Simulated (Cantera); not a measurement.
## Stirred combustor or abatement burner

A perfectly stirred reactor is fed with CH3OH : O2 : N2 = 1 : 0.882 : 3.32 (molar parts), equivalence ratio 1.7, at 101000 Pa; it is adiabatic with a 373 K inlet, and is followed from long to short residence time, starting on the burning branch (τ in s: 0.053, 0.016, 0.0051, 0.0016, 0.00048, 0.00015, 4.6e-05, 1.4e-05, 4.3e-06).

Detailed kinetics in Cantera: GRI-Mech 3.0 (53 species, 325 reactions). GRI-Mech 3.0 was tuned for natural gas; its chemistry of methanol as a main component is partial and can be far from experiment.

```csv
τ (s),T (K),x CH3OH,x O2,x CO2,x CH2CO,x CH4,x OH
0.053,1877,3.42e-6,8.96e-5,0.0573,2.30e-8,9.80e-6,0.000551
0.016,1864,7.49e-6,0.000199,0.0575,4.83e-8,1.74e-5,0.000825
0.0051,1849,1.74e-5,0.000447,0.0574,1.09e-7,3.56e-5,0.00110
0.0016,1830,4.64e-5,0.00111,0.0564,3.02e-7,8.68e-5,0.00131
0.00048,1798,0.000155,0.00337,0.0522,1.19e-6,0.000257,0.00134
0.00015,373,0.192,0.170,<1e-12,<1e-12,<1e-12,<1e-12
4.6e-5,373,0.192,0.170,<1e-12,<1e-12,<1e-12,<1e-12
1.4e-5,373,0.192,0.170,<1e-12,<1e-12,<1e-12,<1e-12
4.3e-6,373,0.192,0.170,<1e-12,<1e-12,<1e-12,<1e-12
```
x: mole fraction; the columns are a selection and need not sum to one.
